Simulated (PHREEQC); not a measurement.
1 kg of water holding 0.0039 mol Na2CO3 and 0.13 mol NaOH is evaporated at 25 °C; the solids stay in contact with the brine. CO2 from the air is kept out. Solids allowed: Nahcolite, Natron, Trona. Others were left out.

Model: Pitzer model, pitzer.dat, run in PHREEQC.

| water left (kg) | ionic strength | water activity | C in solution (mol/kgw) | Na in solution (mol/kgw) | pH |
|---|---|---|---|---|---|
| 1 | 0.142 | 0.995 | 0.00390 | 0.138 | 12.99 |
| 0.6755 | 0.210 | 0.993 | 0.00577 | 0.204 | 13.14 |
| 0.4563 | 0.311 | [?] | 0.00855 | 0.302 | 13.30 |
| 0.2533 | 0.559 | 0.982 | 0.0154 | 0.544 | [?] |
| 0.1711 | 0.828 | 0.974 | 0.0228 | 0.805 | [?] |
| 0.1156 | 1.23 | 0.961 | 0.0337 | 1.19 | 13.90 |
| 0.07809 | 1.81 | 0.940 | 0.0499 | 1.76 | 14.10 |
| 0.05275 | 2.69 | [?] | 0.0739 | 2.61 | 14.34 |
| 0.03564 | 3.98 | 0.852 | 0.109 | 3.87 | [?] |
| 0.01979 | 7.16 | [?] | 0.197 | 6.96 | 15.31 |
| 0.01337 | 10.6 | 0.476 | 0.292 | 10.3 | 16.08 |
| 0.00903 | 15.7 | 0.205 | 0.432 | 15.3 | 17.41 |

**Question.** What belongs in the gaps?

**Answer.** 
- 0.4563, water activity: 0.990
- 0.2533, pH: 13.55
- 0.1711, pH: 13.72
- 0.05275, water activity: 0.907
- 0.03564, pH: 14.64
- 0.01979, water activity: 0.684

Complexes and solids missing from the database can't appear.
